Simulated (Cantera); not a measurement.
A closed system holds: 1 mol Cu2O, 5.1 mol CO, held at 2200 °C.

Method: chemical equilibrium by Gibbs-energy minimisation in Cantera with the NASA 1993 tables (ideal gas, pure condensed phases). Candidate condensed phases: C, Cu, CuO, Cu2O; 15 gas species. The numbers say what is thermodynamically allowed, not how fast it happens.

Task: What share of the Cu ends up in condensed phases as a function of P (Pa), at 10, 68, 460, 3200, 22000, 150000, 1000000?

Result: 
```csv
P (Pa),Cu condensed (%),as
10,0.0,-
68,0.0,-
460,0.0,-
3200,0.0,-
22000,0.0,-
150000,71.5,Cu(l)
1000000,96.1,Cu(l)
```
